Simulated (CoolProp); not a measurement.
Vapour-liquid equilibrium of chloromethane (R40) (1) + isobutene (2) at 269 kPa; x and y are mole fractions of (1).

Values from CoolProp's multi-fluid Helmholtz-energy mixture model, Thol 2014 and Lemmon 2005; pair parameters Bell 2016.

```csv
x,bubble temperature (°C),y at the bubble point,dew temperature at overall composition x (°C),liquid density (mol/L)
0.05,18.8,0.105,19.9,10.86
0.15,…,0.273,…,11.44
0.25,…,0.404,15.8,…
0.35,10.3,0.511,13.7,…
0.45,8.4,0.603,11.6,13.45
0.55,6.7,…,9.5,14.25
0.65,5.2,0.759,7.4,15.12
0.75,3.9,…,5.4,16.08
0.85,2.7,0.899,…,17.14
0.95,1.6,0.967,1.8,18.33
```

Problem. What belongs in the gaps?

Solution. 
- 0.15, bubble temperature (°C): 15.3
- 0.15, dew temperature at overall composition x (°C): 17.9
- 0.25, bubble temperature (°C): 12.6
- 0.25, liquid density (mol/L): 12.06
- 0.35, liquid density (mol/L): 12.73
- 0.55, y at the bubble point: 0.684
- 0.75, y at the bubble point: 0.831
- 0.85, dew temperature at overall composition x (°C): 3.5

No azeotrope shows between x = 0.05 and 0.95.

The pair parameters rest on a limited set of measurements; away from them the model extrapolates.
